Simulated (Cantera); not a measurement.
A closed system holds: 1 mol KCl, 0.14 mol HCl, 0.89 mol H₂, equilibrated at 1148 K and 0.400 Pa.

Method: chemical equilibrium by Gibbs-energy minimisation in Cantera with the NASA 1993 tables (ideal gas, pure condensed phases). Candidate condensed phases: K, KCl; 10 gas species. Rates play no part.

What is the equilibrium state?


```json
{
 "x(KCl)": "0.492",
 "x(H₂)": "0.438",
 "x(HCl)": "0.0691",
 "x(K₂Cl₂)": "0.000177",
 "x(K)": "8.73e-5",
 "x(H)": "2.37e-5",
 "x(Cl)": "3.29e-6",
 "gas_amount": "2.030 mol",
 "log10 activity of K(l) (absent)": "-9.83"
}
```
